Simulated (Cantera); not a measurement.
A Cantera script and what it prints.

```python
import numpy as np
import cantera as ct

gas_names = [...]  # 151 gases of nasa_gas.yaml made of C, H, N, O, Si
cond_names = """
    C(gr) C6H6(L) C7H8(L) C8H18(L),n-octa H2O(s) H2O(L) Si(cr) Si(L) SiC(b) SiO2(Lqz) SiO2(hqz) SiO2(L)
    Si2N2O(s) Si3N4(a)
""".split()


# ... load() reads the species with a 1 bar reference pressure and builds the phases ...
atoms = {
    'Si': {'Si': 1},
    'CO2': {'C': 1, 'O': 2},
    'N2': {'N': 2},
    'H2O': {'H': 2, 'O': 1},
}
top_T = {'C(gr)': 4500, 'SiC(b)': 3050, 'Si2N2O(s)': 2100, 'Si3N4(a)': 2400}  # K; cautious upper limits of use, not melting points


# ... equilibrate(T, P, feed) seeds the gas with the atoms and calls Mixture.equilibrate('TP', solver="vcs", rtol=1e-11, max_steps=5000) ...
results = []
feed = {'Si': 1, 'CO2': 0.071, 'N2': 110, 'H2O': 1}  # mol
T = 1375  # K
for P in [0.1, 1.5, 22, 320, 4600, 68000, 1000000]:
    mix = equilibrate(T, P, feed)
    results.append((T, P, feed, dict(zip(mix.species_names, mix.species_moles))))

top = {s: max(r[3][s] / sum(r[3][g] for g in gas_names) for r in results) for s in gas_names}
cols = sorted((s for s in top if top[s] > 1e-06), key=lambda s: -top[s])[:9]
seen = [c for c in cond_names if any(r[3].get(c, 0) > 1e-12 for r in results)]
print("log10 of partial pressures in bar; condensed amounts in mol")
print(f"{'P/Pa':>10s}" + "".join(f"{s[:9]:>10s}" for s in cols + seen))
for T, P, feed, n in results:
    ng = sum(n[g] for g in gas_names)
    print(f"{P:10.4g}" + "".join(f"{np.log10(max(n[s] / ng * P / 1e5, 1e-99)):10.3f}" for s in cols)
          + "".join(f"{n.get(c, 0):10.4g}" for c in seen))
```

It prints:

```
log10 of partial pressures in bar; condensed amounts in mol
      P/Pa        N2        H2       SiO        CO         H       H2O       CO2 SiO2(hqz) Si2N2O(s)
       0.1    -6.008    -8.059    -8.079    -9.199    -9.495   -10.463   -11.918     0.067         0
       1.5    -4.832    -6.875    -6.905    -8.022    -8.903   -10.454   -11.916   0.07073         0
        22    -3.664    -5.705    -6.022    -6.853    -8.318   -10.166   -11.629    0.2203    0.1494
       320    -2.499    -4.539    -6.411    -5.688    -7.735    -8.612   -10.076    0.3761    0.3052
      4600    -1.341    -3.382    -6.797    -4.530    -7.156    -7.068    -8.533    0.3804    0.3096
   6.8e+04    -0.172    -2.212    -7.186    -3.361    -6.571    -5.509    -6.973    0.3803    0.3098
     1e+06     0.996    -1.045    -7.576    -2.194    -5.988    -3.953    -5.417    0.3799    0.3101
```

Cantera equilibrium calculation (NASA polynomials, part measured and part estimated; ideal gas, pure solids and liquids). N2 is the only nitrogen source here; it is nearly inert below about 1500 K, so the nitride shown seldom forms there in practice. Mutual solubility and eutectic melting of coexisting phases are not modelled. The tables hold silica as quartz up to 1696 K and as liquid above; real silica turns to tridymite and cristobalite and melts near 1996 K.
